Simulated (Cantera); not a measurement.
A freely propagating, adiabatic, planar premixed flame of 12.0 % CH4, 18.5 % O2, 69.5 % N2, unburnt at 700 K and 0.987 atm; unity-Lewis-number transport, grid criteria slope 0.08 and curve 0.16, no radiation.

Model: GRI-Mech 3.0 (53 species, 325 reactions), integrated in Cantera. Unity Lewis numbers drop preferential diffusion, which matters most where H2 and H carry the flame. Burning velocities carry a grid error of a few per cent, more on coarse grids.

Q: Predict: laminar burning velocity; thermal thickness; peak x(HO2); peak x(HCO); peak x(CH2CO); peak x(HCN).

A: 
| Item | Value |
|---|---|
| laminar burning velocity | 88.9 cm/s |
| thermal thickness | 0.445 mm |
| peak x(HO2) | 7.00e-5 |
| peak x(HCO) | 4.57e-5 |
| peak x(CH2CO) | 0.000184 |
| peak x(HCN) | 3.47e-5 |
